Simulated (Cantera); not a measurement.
Cantera run, input and output.

```python
import numpy as np
import cantera as ct

gas = ct.Solution("gri30.yaml")
gas.TPX = 2200, 1400, {'CH4': 0.0034, 'H2': 0.31, 'H': 0.0086}
reactor = ct.IdealGasConstPressureReactor(gas, energy="off", clone=False)
net = ct.ReactorNet([reactor])
net.rtol, net.atol = 1e-08, 1e-18
show = ['CH4', 'H2', 'H', 'CH3', 'C2H6']
times = np.geomspace(2e-06, 20, 9)

steps = ct.SolutionArray(gas, extra=["t"])
rows = []
print(f"{'t/s':>10s}{'T/K':>9s}{'P/Pa':>11s}" + "".join(f"{s:>11s}" for s in show))
for t in times:
    while net.time < t:
        t_next = net.step()
        steps.append(gas.state, t=t_next)
    rows.append([np.interp(t, steps.t, y) for y in (steps.T, steps.P, *steps(*show).X.T)])
    print(f"{t:10.3e}{rows[-1][0]:9.1f}{rows[-1][1]:11.4g}" + "".join(f"{x:11.3e}" for x in rows[-1][2:]))
rate = np.gradient(steps.T, steps.t)
print("integrator steps:", len(steps.t))
if steps.T.max() > steps.T[0] + 200:
    print(f"time of steepest temperature rise: {steps.t[rate.argmax()]:.4e} s")
gas.TPX = 2200, 1400, {'CH4': 0.0034, 'H2': 0.31, 'H': 0.0086}
gas.equilibrate("TP")
print(f"equilibrium (TP): T = {gas.T:.1f} K  " + "  ".join(f"{s} {gas[s].X[0]:.3e}" for s in show))
```

Output:

```
       t/s      T/K       P/Pa        CH4         H2          H        CH3       C2H6
 2.000e-06   2200.0       1400  9.993e-03  9.633e-01  2.614e-02  5.638e-04  5.549e-10
 1.500e-05   2200.0       1400  8.058e-03  9.653e-01  2.419e-02  2.463e-03  1.480e-07
 1.125e-04   2200.0       1400  7.030e-03  9.664e-01  2.315e-02  3.185e-03  5.854e-07
 8.434e-04   2200.0       1400  5.938e-03  9.681e-01  2.233e-02  2.594e-03  4.055e-07
 6.325e-03   2200.0       1400  2.752e-03  9.716e-01  2.118e-02  1.141e-03  8.337e-08
 4.743e-02   2200.0       1400  4.120e-04  9.702e-01  2.429e-02  1.967e-04  2.107e-09
 3.557e-01   2200.0       1400  2.778e-05  9.617e-01  3.309e-02  1.822e-05  1.234e-11
 2.667e+00   2200.0       1400  4.922e-06  9.487e-01  4.609e-02  4.553e-06  5.403e-13
 2.000e+01   2200.0       1400  4.772e-06  9.481e-01  4.669e-02  4.475e-06  5.141e-13
integrator steps: 1323
equilibrium (TP): T = 2200.0 K  CH4 4.801e-06  H2 9.481e-01  H 4.669e-02  CH3 4.502e-06  C2H6 5.199e-13
```

Computed with Cantera and GRI-Mech 3.0 (53 species, 325 reactions). GRI-Mech 3.0 stops at C3 and has no aromatics, soot or wall deposition, so with more carbon than oxygen in the feed, carbon stays in small species such as C2H2 where larger ones or solid carbon would form. Radical loss at walls, strong at low pressure, is not modelled.
